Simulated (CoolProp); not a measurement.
A single-stage vapour-compression cycle with ethylene: evaporating at 225.15 K (dew point), condensing at 255.15 K (bubble point), superheat 8 K, subcooling 2 K, compressor efficiency 0.75, no pressure losses. Each further row changes one setting.

Computed with CoolProp (reference Helmholtz-energy equation of state, Smukala 2000).

```json
[
 {"case": "as stated", "cooling COP": "4.30", "pressure ratio": "2.35", "discharge temperature (K)": "294.9", "refrigerating effect (kJ/kg)": "309", "volumetric capacity (kJ/m³)": "6010"},
 {"case": "evaporating temperature 230.15 K", "cooling COP": "5.39", "pressure ratio": "2.01", "discharge temperature (K)": "288.8", "refrigerating effect (kJ/kg)": "311", "volumetric capacity (kJ/m³)": "7070"},
 {"case": "condensing temperature 250.15 K", "cooling COP": "5.39", "pressure ratio": "2.06", "discharge temperature (K)": "285.2", "refrigerating effect (kJ/kg)": "325", "volumetric capacity (kJ/m³)": "6320"},
 {"case": "subcooling 7 K", "cooling COP": "4.53", "pressure ratio": "2.35", "discharge temperature (K)": "294.9", "refrigerating effect (kJ/kg)": "326", "volumetric capacity (kJ/m³)": "6330"},
 {"case": "superheat 18 K", "cooling COP": "4.24", "pressure ratio": "2.35", "discharge temperature (K)": "306.4", "refrigerating effect (kJ/kg)": "326", "volumetric capacity (kJ/m³)": "5920"},
 {"case": "compressor efficiency 0.65", "cooling COP": "3.73", "pressure ratio": "2.35", "discharge temperature (K)": "300.6", "refrigerating effect (kJ/kg)": "309", "volumetric capacity (kJ/m³)": "6010"}
]
```
